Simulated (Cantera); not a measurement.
A perfectly stirred reactor is fed with CH₄ : N₂ = 1 : 110 (molar parts), at 100.0 Torr; it is held at 1650 K, and followed from long to short residence time.

Detailed kinetics in Cantera: GRI-Mech 3.0 (53 species, 325 reactions). GRI-Mech 3.0 stops at C3 and has no aromatics, soot or wall deposition, so with more carbon than oxygen in the feed, carbon stays in small species such as C2H2 where larger ones or solid carbon would form.

What does this change do: temperature 1650 to 1850 K?


```tsv
quantity	before	after
x(CH₄) at τ = 1.10 s	0.00201	0.000327
x(H₂) at τ = 1.10 s	0.0103	0.0128
x(CH₃) at τ = 1.10 s	6.86e-5	5.74e-5
x(C₂H₆) at τ = 1.10 s	9.19e-7	3.35e-8
x(CH₂) at τ = 1.10 s	1.03e-7	5.51e-7
x(CH₄) at τ = 41.0 ms	0.00725	0.00259
x(H₂) at τ = 41.0 ms	0.00219	0.00913
x(CH₃) at τ = 41.0 ms	0.000178	0.000285
x(C₂H₆) at τ = 41.0 ms	6.68e-6	8.78e-7
x(CH₂) at τ = 41.0 ms	1.58e-7	1.42e-6
```

What does this change do: pressure from 100.0 Torr to 0.218 Torr?


| quantity | before | after |
|---|---|---|
| x(CH₄) at τ = 1.10 s | 0.00201 | 0.00898 |
| x(H₂) at τ = 1.10 s | 0.0103 | 1.68e-5 |
| x(CH₃) at τ = 1.10 s | 6.86e-5 | 2.88e-5 |
| x(C₂H₆) at τ = 1.10 s | 9.19e-7 | 4.08e-10 |
| x(CH₂) at τ = 1.10 s | 1.03e-7 | 4.95e-9 |
| x(CH₄) at τ = 41.0 ms | 0.00725 | 0.00901 |
| x(H₂) at τ = 41.0 ms | 0.00219 | 4.10e-7 |
| x(CH₃) at τ = 41.0 ms | 0.000178 | 9.53e-7 |
| x(C₂H₆) at τ = 41.0 ms | 6.68e-6 | <1e-12 |
| x(CH₂) at τ = 41.0 ms | 1.58e-7 | 1.52e-11 |
Radical loss at walls, strong at low pressure, is not modelled.
